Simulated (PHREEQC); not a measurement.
Consider water at 25 °C with 11 mmol/kgw HF, 0.009 mmol/kgw NH4F and 1.2 mmol/kgw (NH4)2SiF6. Closed to the air; pH follows from the charge balance.

The numbers come from PHREEQC with the ion-association model, wateq4f.dat.

Q: The ionic strength comes out as 0.00615 mol/kgw. What activity coefficients do NH4+, HF2-, F-, H+, SiF6-2 get?

A: NH4+ 0.92, HF2- 0.92, F- 0.92, H+ 0.93, SiF6-2 0.72.

No solid was allowed to form. SiF6-2 is the database's only silicon fluoride.
